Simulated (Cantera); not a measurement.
An isothermal, constant-pressure homogeneous reactor starts with NO : N₂ = 1 : 3.9 (molar parts), at 2023 K and 39000 Pa. Integrator tolerance rtol = 1e-08.

Detailed kinetics in Cantera: GRI-Mech 3.0 (53 species, 325 reactions).

Q: What does this change do: N2 3.9 to 12 parts?

A: 
| quantity | before | after |
|---|---|---|
| x(NO) at 10.0 s | 0.00863 (gas-phase equilibrium 0.00598) | 0.00798 (gas-phase equilibrium 0.00376) |
| x(NO₂) at 10.0 s | 6.08e-6 (gas-phase equilibrium 4.25e-6) | 3.34e-6 (gas-phase equilibrium 1.62e-6) |
| x(O₂) at 10.0 s | 0.0975 (gas-phase equilibrium 0.0988) | 0.0343 (gas-phase equilibrium 0.0365) |
| x(N₂O) at 10.0 s | 2.38e-7 (gas-phase equilibrium 2.24e-7) | 1.64e-7 (gas-phase equilibrium 1.46e-7) |
| x(N₂) at 10.0 s | 0.893 (gas-phase equilibrium 0.895) | 0.957 (gas-phase equilibrium 0.960) |
| x(O) at 10.0 s | 0.000401 (gas-phase equilibrium 0.000403) | 0.000238 (gas-phase equilibrium 0.000245) |

Q: What does this change do: pressure from 39000 Pa to 100000 Pa?

A: 
```tsv
quantity	before	after
x(NO) at 10.0 s	0.00863 (gas-phase equilibrium 0.00598)	0.00624 (gas-phase equilibrium 0.00599)
x(NO₂) at 10.0 s	6.08e-6 (gas-phase equilibrium 4.25e-6)	7.10e-6 (gas-phase equilibrium 6.81e-6)
x(O₂) at 10.0 s	0.0975 (gas-phase equilibrium 0.0988)	0.0988 (gas-phase equilibrium 0.0989)
x(N₂O) at 10.0 s	2.38e-7 (gas-phase equilibrium 2.24e-7)	3.59e-7 (gas-phase equilibrium 3.58e-7)
x(N₂) at 10.0 s	0.893 (gas-phase equilibrium 0.895)	0.895 (gas-phase equilibrium 0.895)
x(O) at 10.0 s	0.000401 (gas-phase equilibrium 0.000403)	0.000252 (gas-phase equilibrium 0.000252)
```
